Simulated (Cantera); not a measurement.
Charge: 1 mol Si3H8, 42 mol H2, held at 1698 K and 1.33 mbar.

Cantera equilibrium calculation (NASA polynomials, part measured and part estimated; ideal gas, pure solids and liquids). Candidate condensed phases: Si; 9 gas species. The feed counts by its element totals alone. Gases not in the tables: Si2H6 and higher silanes. The numbers say what is thermodynamically allowed, not how fast it happens.

Base state: H2 0.996, H 0.00395, Si 0.000493, SiH 2.79e-5, SiH2 1.39e-5 (mole fractions); condensed: Si(l).

Question: What changes in the equilibrium state with this change: temperature from 1698 K to 1525 K?

Answer: 
```tsv
species	before	after
H2	0.996	0.999
H	0.00395	0.000648
Si	0.000493	1.42e-5
SiH	2.79e-5	1.50e-6
SiH2	1.39e-5	2.05e-6
Si(l), mol	2.98	0
Si(s), mol	0	3.00
```
